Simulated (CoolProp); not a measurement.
Vapour-liquid equilibrium of R22 (1) + c-C4F8 (RC318) (2) at 327.1 K; x and y are mole fractions of (1).

Values from CoolProp's multi-fluid Helmholtz-energy mixture model, Kamei 1995 and Platzer 1990; pair parameters Bell 2016. This equation is an older, rougher fit; its heat capacities, sound speeds and derivatives of the liquid may be far off and weren't checked against measurements.

| x | bubble pressure (bar) | y at the bubble point | dew pressure at overall composition x (bar) | liquid density (mol/L) |
|---|---|---|---|---|
| 0.05 | 7.612 | ? | 7.402 | 7.029 |
| 0.125 | ? | 0.246 | 7.781 | 7.293 |
| 0.2 | 9.861 | 0.390 | 8.241 | 7.559 |
| 0.275 | 11.36 | 0.510 | ? | 7.830 |
| 0.35 | 12.93 | 0.603 | 9.452 | ? |
| 0.425 | 14.44 | 0.674 | 10.25 | 8.398 |
| 0.5 | 15.81 | 0.728 | 11.22 | 8.707 |
| 0.575 | 17.01 | 0.771 | 12.41 | 9.042 |
| 0.65 | 18.04 | 0.808 | 13.90 | 9.418 |
| 0.725 | 18.94 | 0.841 | 15.73 | 9.849 |
| 0.8 | 19.73 | 0.875 | 17.83 | 10.36 |
| 0.875 | 20.42 | 0.913 | 19.73 | 10.97 |
| 0.95 | 20.99 | 0.960 | 20.89 | 11.71 |

### Question
What belongs in the gaps?

### Answer

- 0.05, y at the bubble point: 0.093
- 0.125, bubble pressure (bar): 8.570
- 0.275, dew pressure at overall composition x (bar): 8.792
- 0.35, liquid density (mol/L): 8.108

No azeotrope shows between x = 0.05 and 0.95.

Pair parameters are fitted to limited data, so mixtures are less certain than the pure fluids. The gap from Raoult's law changes sign with composition, which may be real or a fault of the pair parameters; it wasn't checked against measurements.
